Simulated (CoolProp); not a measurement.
Computed with CoolProp (reference Helmholtz-energy equation of state, Lemmon 2006). It is a short technical equation, of lower accuracy than the large ones.

Give the vapour pressure (kPa), vapour density (kg/m³), liquid cp (kJ/(kg K)), vapour viscosity (µPa s) of saturated toluene at 80.05, 117.35 °C.


```json
[
 {"T (°C)": "80.05", "p (kPa)": "38.9", "vapour density (kg/m³)": "1.25", "liquid cp (kJ/(kg K))": "1.89", "vapour viscosity (µPa s)": "8.15"},
 {"T (°C)": "117.35", "p (kPa)": "122", "vapour density (kg/m³)": "3.64", "liquid cp (kJ/(kg K))": "2.03", "vapour viscosity (µPa s)": "8.94"}
]
```

Viscosity comes from a separate model (Avgeri 2015).
